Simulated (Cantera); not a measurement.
Charge: 1 mol Al, 14 mol H₂O, 110 mol H₂, at 1373.15 K and 12.0 mbar.

Cantera equilibrium calculation (NASA polynomials, part measured and part estimated; ideal gas, pure solids and liquids). Candidate condensed phases: Al, Al₂O₃, H₂O; 19 gas species. The numbers say what is thermodynamically allowed, not how fast it happens.

Base state: H₂ 0.899, H₂O 0.101, H 2.89e-5 (mole fractions); condensed: Al₂O₃(s).

What changes in the equilibrium state with this change: temperature from 1373.15 K to 1750 K?


```tsv
species	before	after
H₂	0.899	0.897
H₂O	0.101	0.101
H	2.89e-5	0.00201
OH	5.79e-8	1.32e-5
Al₂O₃(s), mol	0.500	0.500
```
